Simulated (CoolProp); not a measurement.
1-butene along the isotherm -2.75 °C: Z from the reference equation and from simpler models built on Tc = 146.1 °C, pc = 40.06 bar, ω = 0.192; each cubic takes its own stable root.

The numbers come from the reference Helmholtz-energy equation of state, Lemmon 2005 in CoolProp. It is a short technical equation, of lower accuracy than the large ones.

| p (bar) | phase | reference | Redlich-Kwong | Soave-Redlich-Kwong |
|---|---|---|---|---|
| 25 | liquid | 0.09987 | 0.1098 | 0.1074 |
| 50.1 | liquid | 0.1991 | 0.2180 | 0.2136 |
| 75.1 | liquid | 0.2970 | 0.3240 | 0.3180 |
| 100 | liquid | 0.3937 | 0.4282 | 0.4207 |
| 125 | liquid | 0.4900 | 0.5316 | 0.5228 |
| 150 | liquid | 0.5855 | 0.6338 | 0.6240 |
| 175 | liquid | 0.6803 | 0.7350 | 0.7242 |
| 200 | liquid | 0.7745 | 0.8352 | 0.8237 |
| 225 | liquid | 0.8681 | 0.9347 | 0.9224 |
| 250 | liquid | 0.9611 | 1.033 | 1.021 |
| 275 | liquid | 1.053 | 1.131 | 1.118 |
| 300 | liquid | 1.145 | 1.229 | 1.215 |
| 325 | liquid | 1.237 | 1.326 | 1.311 |
| 351 | liquid | 1.331 | 1.426 | 1.411 |
| 376 | liquid | 1.422 | 1.522 | 1.506 |
| 401 | liquid | 1.512 | 1.617 | 1.601 |
